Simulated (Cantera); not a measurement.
A freely propagating, adiabatic, planar premixed flame of CO : H2 : O2 : N2 = 1 : 0.57 : 0.863 : 3.24 (molar parts), equivalence ratio 0.91, unburnt at 650 K and 5.00 bar; mixture-averaged transport, grid criteria slope 0.08 and curve 0.16, no radiation.

Detailed kinetics in Cantera: GRI-Mech 3.0 (53 species, 325 reactions). The hydrogen kinetics of GRI-Mech 3.0 are dated; newer H2 mechanisms differ, most at raised pressure. Burning velocities carry a grid error of a few per cent, more on coarse grids.

Task: Predict: laminar burning velocity; thermal thickness; peak x(H2O2).

Result: 
```
Quantity                     Result
------------------------  ---------
laminar burning velocity   250 cm/s
thermal thickness         0.0917 mm
peak x(H2O2)                8.49e-5
```
